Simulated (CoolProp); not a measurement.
Vapour-liquid equilibrium of CH2F2 (R32) (1) + R1234yf (2) at 0.000912 MPa; x and y are mole fractions of (1).

Computed with CoolProp (multi-fluid Helmholtz-energy mixture model, Tillner-Roth 1997 and Lemmon 2022; pair parameters Bell 2023).

```tsv
x	bubble temperature (K)	y at the bubble point	dew temperature at overall composition x (K)	liquid density (mol/L)
0.05	169.5	0.310	172.2	13.08
0.2	164.0	0.675	170.7	14.29
0.35	161.4	0.791	169.0	15.67
0.5	160.2	0.841	167.0	17.31
0.65	159.6	0.870	164.4	19.32
0.8	159.2	0.900	161.2	21.86
0.95	158.8	0.961	158.9	25.12
```

No azeotrope shows between x = 0.05 and 0.95.

Pair parameters are fitted to limited data, so mixtures are less certain than the pure fluids.
